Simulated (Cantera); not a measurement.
A Cantera script and what it prints.

```python
import numpy as np
import cantera as ct

gas_names = [...]  # 123 gases of nasa_gas.yaml made of C, H, O, Si
cond_names = """
    C(gr) C6H6(L) C7H8(L) C8H18(L),n-octa H2O(s) H2O(L) Si(cr) Si(L) SiC(b) SiO2(Lqz) SiO2(hqz) SiO2(L)
""".split()


# ... load() reads the species with a 1 bar reference pressure and builds the phases ...
atoms = {
    'HMDSO': {'Si': 2, 'C': 6, 'H': 18, 'O': 1},
    'H2O': {'H': 2, 'O': 1},
    'H2': {'H': 2},
}
top_T = {'C(gr)': 4500, 'SiC(b)': 3050}  # K; cautious upper limits of use, not melting points


# ... equilibrate(T, P, feed) seeds the gas with the atoms and calls Mixture.equilibrate('TP', solver="vcs", rtol=1e-11, max_steps=5000) ...
results = []
T = 898.15  # K
P = 133.322  # Pa
for m in [0.11, 0.18, 0.28, 0.45, 0.73, 1.2, 1.9, 3, 4.8, 7.7, 12]:
    feed = {'HMDSO': 1, 'H2O': m, 'H2': 85}  # mol
    mix = equilibrate(T, P, feed)
    results.append((T, P, feed, dict(zip(mix.species_names, mix.species_moles))))
    x = sorted(zip(gas.X, gas.species_names), reverse=True)
    print(f"T = {T:g} K  P = {P:g} Pa  n(H2O) = {m:g} mol  gas = {mix.phase_moles(0):.4g} mol")
    print("   x: " + "  ".join(f"{s} {v:.3e}" for v, s in x if v > 1e-06))
    print("   condensed (mol): " + ("  ".join(f"{mix.phase(i).name} {mix.phase_moles(i):.4g}"
          for i in range(1, mix.n_phases) if mix.phase_moles(i) > 1e-12) or "none"))
```

Result:

```
T = 898.15 K  P = 133.322 Pa  n(H2O) = 0.11 mol  gas = 94.07 mol
   x: H2 9.996e-01  CH4 4.259e-04  CO 1.469e-06
   condensed (mol): C(gr) 4.515  SiC(b) 1.445  SiO2(hqz) 0.5549
T = 898.15 K  P = 133.322 Pa  n(H2O) = 0.18 mol  gas = 94.14 mol
   x: H2 9.996e-01  CH4 4.259e-04  CO 1.469e-06
   condensed (mol): C(gr) 4.55  SiC(b) 1.41  SiO2(hqz) 0.5899
T = 898.15 K  P = 133.322 Pa  n(H2O) = 0.28 mol  gas = 94.24 mol
   x: H2 9.996e-01  CH4 4.259e-04  CO 1.469e-06
   condensed (mol): C(gr) 4.6  SiC(b) 1.36  SiO2(hqz) 0.6399
T = 898.15 K  P = 133.322 Pa  n(H2O) = 0.45 mol  gas = 94.41 mol
   x: H2 9.996e-01  CH4 4.259e-04  CO 1.469e-06
   condensed (mol): C(gr) 4.685  SiC(b) 1.275  SiO2(hqz) 0.7249
T = 898.15 K  P = 133.322 Pa  n(H2O) = 0.73 mol  gas = 94.69 mol
   x: H2 9.996e-01  CH4 4.259e-04  CO 1.469e-06
   condensed (mol): C(gr) 4.824  SiC(b) 1.135  SiO2(hqz) 0.8649
T = 898.15 K  P = 133.322 Pa  n(H2O) = 1.2 mol  gas = 95.16 mol
   x: H2 9.996e-01  CH4 4.259e-04  CO 1.469e-06
   condensed (mol): C(gr) 5.059  SiC(b) 0.9001  SiO2(hqz) 1.1
T = 898.15 K  P = 133.322 Pa  n(H2O) = 1.9 mol  gas = 95.86 mol
   x: H2 9.996e-01  CH4 4.259e-04  CO 1.469e-06
   condensed (mol): C(gr) 5.409  SiC(b) 0.5501  SiO2(hqz) 1.45
T = 898.15 K  P = 133.322 Pa  n(H2O) = 3 mol  gas = 96.96 mol
   x: H2 9.996e-01  CH4 4.259e-04  CO 1.469e-06
   condensed (mol): C(gr) 5.958  SiC(b) 7.146e-05  SiO2(hqz) 2
T = 898.15 K  P = 133.322 Pa  n(H2O) = 4.8 mol  gas = 100.6 mol
   x: H2 9.817e-01  CO 1.784e-02  CH4 4.108e-04  H2O 5.883e-05  CO2 2.483e-06
   condensed (mol): C(gr) 4.165  SiO2(hqz) 2
T = 898.15 K  P = 133.322 Pa  n(H2O) = 7.7 mol  gas = 106.3 mol
   x: H2 9.554e-01  CO 4.403e-02  CH4 3.891e-04  H2O 1.413e-04  CO2 1.513e-05
   condensed (mol): C(gr) 1.275  SiO2(hqz) 2
T = 898.15 K  P = 133.322 Pa  n(H2O) = 12 mol  gas = 112 mol
   x: H2 9.227e-01  CO 5.055e-02  H2O 2.376e-02  CO2 3.024e-03  CH4 2.392e-06
   condensed (mol): SiO2(hqz) 2
```

Equilibrium computed with Cantera from the NASA thermochemical tables; the gas is ideal and each condensed phase is pure. The feed counts by its element totals alone.
